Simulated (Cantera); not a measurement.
Cantera run, input and output.

```python
import numpy as np
import cantera as ct

gas = ct.Solution("gri30.yaml")
gas.TPX = 1500, 2000000, {'CH4': 1, 'CO2': 0.4, 'H2': 0.06}
reactor = ct.IdealGasConstPressureReactor(gas, energy="off", clone=False)
net = ct.ReactorNet([reactor])
net.rtol, net.atol = 1e-08, 1e-18
show = ['CH4', 'CO2', 'H2', 'C2H6', 'CH2']
times = np.geomspace(3e-05, 80, 13)

steps = ct.SolutionArray(gas, extra=["t"])
rows = []
print(f"{'t/s':>10s}{'T/K':>9s}{'P/Pa':>11s}" + "".join(f"{s:>11s}" for s in show))
for t in times:
    while net.time < t:
        t_next = net.step()
        steps.append(gas.state, t=t_next)
    rows.append([np.interp(t, steps.t, y) for y in (steps.T, steps.P, *steps(*show).X.T)])
    print(f"{t:10.3e}{rows[-1][0]:9.1f}{rows[-1][1]:11.4g}" + "".join(f"{x:11.3e}" for x in rows[-1][2:]))
rate = np.gradient(steps.T, steps.t)
print("integrator steps:", len(steps.t))
if steps.T.max() > steps.T[0] + 200:
    print(f"time of steepest temperature rise: {steps.t[rate.argmax()]:.4e} s")
gas.TPX = 1500, 2000000, {'CH4': 1, 'CO2': 0.4, 'H2': 0.06}
gas.equilibrate("TP")
print(f"equilibrium (TP): T = {gas.T:.1f} K  " + "  ".join(f"{s} {gas[s].X[0]:.3e}" for s in show))
```

It prints:

```
       t/s      T/K       P/Pa        CH4        CO2         H2       C2H6        CH2
 3.000e-05   1500.0      2e+06  6.848e-01  2.740e-01  4.117e-02  4.674e-05  1.360e-10
 1.029e-04   1500.0      2e+06  6.844e-01  2.739e-01  4.135e-02  2.105e-04  1.548e-10
 3.533e-04   1500.0      2e+06  6.830e-01  2.738e-01  4.206e-02  7.046e-04  2.079e-10
 1.212e-03   1500.0      2e+06  6.778e-01  2.733e-01  4.525e-02  1.672e-03  3.122e-10
 4.160e-03   1500.0      2e+06  6.573e-01  2.699e-01  5.961e-02  1.977e-03  3.485e-10
 1.428e-02   1500.0      2e+06  5.922e-01  2.552e-01  1.068e-01  1.585e-03  3.211e-10
 4.899e-02   1500.0      2e+06  4.572e-01  2.052e-01  1.843e-01  1.651e-03  4.220e-10
 1.681e-01   1500.0      2e+06  3.418e-01  9.716e-02  1.881e-01  1.890e-03  7.353e-10
 5.769e-01   1500.0      2e+06  3.169e-01  5.561e-02  1.901e-01  1.796e-03  7.368e-10
 1.980e+00   1500.0      2e+06  3.213e-01  4.495e-02  2.192e-01  1.598e-03  5.170e-10
 6.794e+00   1500.0      2e+06  3.107e-01  2.753e-02  2.715e-01  1.204e-03  3.308e-10
 2.331e+01   1500.0      2e+06  2.793e-01  1.128e-02  3.368e-01  7.853e-04  2.208e-10
 8.000e+01   1500.0      2e+06  2.491e-01  2.150e-03  3.861e-01  5.453e-04  1.683e-10
integrator steps: 1600
equilibrium (TP): T = 1500.0 K  CH4 2.406e-01  CO2 5.386e-05  H2 3.993e-01  C2H6 4.919e-04  CH2 1.586e-10
```

Computed with Cantera and GRI-Mech 3.0 (53 species, 325 reactions). GRI-Mech 3.0 stops at C3 and has no aromatics, soot or wall deposition, so with more carbon than oxygen in the feed, carbon stays in small species such as C2H2 where larger ones or solid carbon would form. The pressure lies above the range GRI-Mech 3.0 was tuned for (to about 10 atm).
